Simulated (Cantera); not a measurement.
Input (Python, Cantera) and output of one run.

```python
import numpy as np
import cantera as ct

gas_names = """
    N NO NO2 NO3 N2 N2O O O2 O3
""".split()
cond_names = """

""".split()


# ... load() reads the species with a 1 bar reference pressure and builds the phases ...
atoms = {
    'N2O': {'N': 2, 'O': 1},
    'O2': {'O': 2},
}
top_T = {}  # K; cautious upper limits of use, not melting points


# ... equilibrate(T, P, feed) seeds the gas with the atoms and calls Mixture.equilibrate('TP', solver="vcs", rtol=1e-11, max_steps=5000) ...
results = []
feed = {'N2O': 1, 'O2': 1.5}  # mol
T = 1148  # K
P = 100000  # Pa
mix = equilibrate(T, P, feed)
results.append((T, P, feed, dict(zip(mix.species_names, mix.species_moles))))
print(gas.report(threshold=1e-05))
for i in range(1, mix.n_phases):
    print(f"{mix.phase(i).name:16s} {mix.phase_moles(i):12.5e} mol")
```

It prints:

```
       temperature   1148 K
          pressure   1e+05 Pa
           density   0.32132 kg/m^3
  mean mol. weight   30.67 kg/kmol
   phase of matter   gas

                          1 kg             1 kmol
                     ---------------   ---------------
          enthalpy        8.9353e+05        2.7405e+07  J
   internal energy        5.8232e+05         1.786e+07  J
           entropy            8102.7        2.4851e+05  J/K
    Gibbs function       -8.4083e+06       -2.5788e+08  J
 heat capacity c_p            1132.5             34734  J/K
 heat capacity c_v            861.41             26419  J/K

                      mass frac. Y      mole frac. X     chem. pot. / RT
                     ---------------   ---------------   ---------------
                NO        0.00014636         0.0001496           -26.846
                N2            0.3044           0.33326           -26.329
                O2           0.69545           0.66659           -27.362
     [   +6 minor]        8.8199e-06        5.8845e-06
```

Cantera equilibrium calculation (NASA polynomials, part measured and part estimated; ideal gas, pure solids and liquids).
